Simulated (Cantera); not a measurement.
A perfectly stirred reactor is fed with 6.40 % CH₄, 4.61 % CO, 18.6 % O₂, 70.4 % N₂, equivalence ratio 0.81, at 0.360 bar; it is adiabatic with a 748 K inlet, and is followed from long to short residence time, starting on the burning branch (τ in s: 0.22, 0.086, 0.035, 0.014, 0.0056, 0.0022, 0.0009, 0.00036, 0.00014, 5.8e-05, 2.3e-05, 9.3e-06).

Model: GRI-Mech 3.0 (53 species, 325 reactions), integrated in Cantera.

x: mole fraction; the columns are a selection and need not sum to one.

```tsv
τ (s)	T (K)	x CH₄	x CO	x O₂	x N₂O	x CH₂O	x NO₂	x HCO
0.22	2289	1.26e-6	0.0110	0.0380	1.91e-7	2.38e-7	___	2.13e-8
0.086	2275	2.93e-6	0.0123	0.0393	1.74e-7	5.51e-7	___	5.36e-8
0.035	2245	6.11e-6	0.0149	0.0410	1.47e-7	1.13e-6	___	1.30e-7
0.014	2188	1.22e-5	0.0190	0.0433	1.15e-7	2.18e-6	___	3.19e-7
0.0056	2110	2.46e-5	0.0241	0.0459	9.06e-8	4.09e-6	___	7.63e-7
0.0022	2017	5.30e-5	0.0292	0.0488	7.45e-8	8.01e-6	___	1.82e-6
0.00090	1925	0.000119	0.0341	0.0518	6.47e-8	1.63e-5	___	4.12e-6
0.00036	1833	0.000307	0.0406	0.0562	5.79e-8	3.75e-5	___	9.73e-6
0.00014	1734	0.00104	0.0537	0.0658	5.04e-8	0.000111	7.85e-10	2.56e-5
5.8e-5	748	0.0640	0.0461	0.186	<1e-12	<1e-12	<1e-12	<1e-12
2.3e-5	748	0.0640	0.0461	0.186	<1e-12	<1e-12	<1e-12	<1e-12
9.3e-6	748	0.0640	0.0461	0.186	<1e-12	<1e-12	<1e-12	<1e-12
```

Problem. What belongs in the gaps?

Solution. 
- 0.22, x NO₂: 1.01e-6
- 0.086, x NO₂: 5.85e-7
- 0.035, x NO₂: 2.62e-7
- 0.014, x NO₂: 8.76e-8
- 0.0056, x NO₂: 2.56e-8
- 0.0022, x NO₂: 8.02e-9
- 0.00090, x NO₂: 3.33e-9
- 0.00036, x NO₂: 1.58e-9
